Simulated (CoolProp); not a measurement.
R410A along the isotherm 215.6 K: fugacity coefficient from the reference equation and from simpler models built on Tc = 344.5 K, pc = 4.901 MPa, ω = 0.296; each cubic takes its own stable root.

The numbers come from the reference Helmholtz-energy equation of state, Lemmon 2003 in CoolProp. It is a pseudo-pure fit of the blend.

```
p (MPa)   phase  reference  van der Waals  Redlich-Kwong  Peng-Robinson
-------  ------  ---------  -------------  -------------  -------------
0.0387      gas     0.9821         0.9931         0.9902         0.9884
0.123    liquid     0.5764         0.9780         0.9689         0.5806
0.18     liquid     0.3945         0.9678         0.8240         0.3974
0.264    liquid     0.2697         0.9528         0.5636         0.2717
0.387    liquid     0.1846         0.9307         0.3862         0.1860
0.569    liquid     0.1262         0.8597         0.2644         0.1273
0.835    liquid    0.08671         0.5943         0.1820        0.08744
1.23     liquid    0.05955         0.4121         0.1253        0.06010
1.8      liquid    0.04139         0.2903        0.08744        0.04180
2.64     liquid    0.02893         0.2070        0.06147        0.02926
3.87     liquid    0.02046         0.1507        0.04385        0.02074
5.69     liquid    0.01468         0.1128        0.03186        0.01492
8.35     liquid    0.01081        0.08832        0.02389        0.01104
12.3     liquid   0.008236        0.07348        0.01868       0.008465
```

At some of these states van der Waals, Redlich-Kwong gives the other phase, because its saturation line lies elsewhere.
